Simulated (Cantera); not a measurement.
A Cantera script and what it prints.

```python
import numpy as np
import cantera as ct

gas_names = """
    B BH BH2 BH3 BN BO BO2 B2 B2O B2O2 B2O3 B3O3H3 H HBO HBO2 HNO HNO2 HNO3 HO2 H2 H2O H2O2 H3B3O6 N NH
    NH2 NH3 NH2OH NO NO2 NO3 N2 N2H2 N2H4 N2O O OH O2 O3
""".split()
cond_names = """
    B(b) B(L) BN(s) B2O3(L) B3O3H3(cr) H2O(s) H2O(L)
""".split()


# ... load() reads the species with a 1 bar reference pressure and builds the phases ...
atoms = {
    'borazine': {'B': 3, 'N': 3, 'H': 6},
    'H2O': {'H': 2, 'O': 1},
}
top_T = {'BN(s)': 3200}  # K; cautious upper limits of use, not melting points


# ... equilibrate(T, P, feed) seeds the gas with the atoms and calls Mixture.equilibrate('TP', solver="vcs", rtol=1e-11, max_steps=5000) ...
results = []
feed = {'borazine': 1, 'H2O': 0.92}  # mol
T = 2400  # K
P = 14000  # Pa
mix = equilibrate(T, P, feed)
results.append((T, P, feed, dict(zip(mix.species_names, mix.species_moles))))
x = sorted(zip(gas.X, gas.species_names), reverse=True)
print(f"T = {T:g} K  P = {P:g} Pa  gas = {mix.phase_moles(0):.4g} mol")
print("   x: " + "  ".join(f"{s} {v:.3e}" for v, s in x if v > 0.0001))
print("   condensed (mol): " + ("  ".join(f"{mix.phase(i).name} {mix.phase_moles(i):.4g}"
      for i in range(1, mix.n_phases) if mix.phase_moles(i) > 1e-12) or "none"))
```

Output:

```
T = 2400 K  P = 14000 Pa  gas = 5.317 mol
   x: H2 6.743e-01  N2 1.346e-01  HBO 8.666e-02  BO 4.666e-02  H 3.491e-02  B2O2 1.846e-02  BH2 2.006e-03  B2O 1.490e-03  B2O3 2.804e-04  B 2.277e-04  HBO2 2.167e-04
   condensed (mol): B(L) 0.4943  BN(s) 1.568
```

Method: chemical equilibrium by Gibbs-energy minimisation in Cantera with the NASA 1993 tables (ideal gas, pure condensed phases). The feed counts by its element totals alone. Mutual solubility and eutectic melting of coexisting phases are not modelled. The tables' values for BH2 are old estimates; treat these amounts as uncertain. Gases not in the tables: B2H6 and higher boranes.
